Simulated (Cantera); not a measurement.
An isothermal, constant-pressure homogeneous reactor starts with CH4 : H2 = 0.045 : 1 (molar parts), at 1850 K and 17000 Pa. Integrator tolerance rtol = 1e-08.

Cantera simulation using GRI-Mech 3.0 (53 species, 325 reactions); the numbers are that mechanism's predictions, not measurements. GRI-Mech 3.0 stops at C3 and has no aromatics, soot or wall deposition, so with more carbon than oxygen in the feed, carbon stays in small species such as C2H2 where larger ones or solid carbon would form.

Task: What does this change do: pressure from 17000 Pa to 2670 Pa?

Result: 
```csv
quantity,before,after
x(CH4) at 10.0 s,0.000937 (gas-phase equilibrium 0.000937),0.000170 (gas-phase equilibrium 0.000148)
x(H2) at 10.0 s,0.978 (gas-phase equilibrium 0.978),0.976 (gas-phase equilibrium 0.976)
x(CH2) at 10.0 s,3.90e-8 (gas-phase equilibrium 3.90e-8),4.50e-8 (gas-phase equilibrium 3.93e-8)
x(C2H4) at 10.0 s,5.54e-5 (gas-phase equilibrium 5.54e-5),8.86e-6 (gas-phase equilibrium 8.86e-6)
x(H) at 10.0 s,0.00130 (gas-phase equilibrium 0.00130),0.00328 (gas-phase equilibrium 0.00328)
x(CH3) at 10.0 s,2.50e-5 (gas-phase equilibrium 2.50e-5),1.14e-5 (gas-phase equilibrium 9.99e-6)
x(C2H2) at 10.0 s,0.0201 (gas-phase equilibrium 0.0201),0.0205 (gas-phase equilibrium 0.0205)
```
Radical loss at walls, strong at low pressure, is not modelled.
